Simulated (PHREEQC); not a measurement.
A solution holds 0.00517 mol CaSO4, 0.00039 mol Na2HPO4 and 0.00071 mol KCl per kg of water, at 84 °C. Closed to the air; pH follows from the charge balance.

Model: ion-association model, phreeqc.dat, run in PHREEQC.

```
Quantity                       Value
--------------------  --------------
pH                              7.40
ionic strength        0.0166 mol/kgw
specific conductance      2700 µS/cm
total alkalinity        0.390 meq/kg
```

| species | molality | activity | log γ |
|---|---|---|---|
| SO4-2 | 0.00392 | 0.00223 | -0.245 |
| Ca+2 | 0.00372 | 0.00213 | -0.241 |
| CaSO4 | 0.00122 | 0.00122 | 0.002 |
| Na+ | 0.000768 | 0.000666 | -0.062 |
| Cl- | 0.000710 | 0.000613 | -0.064 |
| K+ | 0.000685 | 0.000591 | -0.064 |
| CaHPO4 | 0.000196 | 0.000196 | 0.002 |
| HPO4-2 | 0.000117 | 6.70e-5 | -0.244 |
| H2PO4- | 3.75e-5 | 3.26e-5 | -0.060 |
| CaPO4- | 3.39e-5 | 2.95e-5 | -0.060 |
| KSO4- | 2.51e-5 | 2.18e-5 | -0.060 |
| NaSO4- | 1.17e-5 | 1.02e-5 | -0.060 |
| OH- | 8.93e-6 | 7.70e-6 | -0.065 |
| CaH2PO4+ | 5.28e-6 | 4.59e-6 | -0.060 |

No solid was allowed to form. Saturation is exceeded, for instance for Hydroxyapatite; the values hold only as long as no solid forms. Away from 25 °C the constants follow the database's enthalpies or fits; those with neither stay at their 25 °C values.
